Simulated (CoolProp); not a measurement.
A simple Rankine cycle with isobutene: condensing at 309.15 K, boiler at 2.19 MPa, turbine inlet 384.8 K, turbine efficiency 0.8, pump efficiency 0.7, no recuperator. Each further row changes one setting.

Model: reference Helmholtz-energy equation of state, Lemmon 2005, in CoolProp. It is a short technical equation, of lower accuracy than the large ones.

```csv
case,thermal efficiency (%),net work (kJ/kg),heat in (kJ/kg),turbine exit temperature (K),volume ratio over the turbine
as stated,11.8,50.4,427,325.6,6.09
turbine inlet 404.8 K,12.0,57.4,480,350.4,…
condensing temperature 301.15 K,…,58.1,446,319.4,7.64
boiler pressure 1.53 MPa,…,45.1,456,344.1,3.81
turbine efficiency 0.7,10.2,43.6,427,329.3,6.18
```

**Question.** Some entries are withheld; supply them.

**Answer.** 
- turbine inlet 404.8 K, volume ratio over the turbine: 5.68
- condensing temperature 301.15 K, thermal efficiency (%): 13.0
- boiler pressure 1.53 MPa, thermal efficiency (%): 9.9
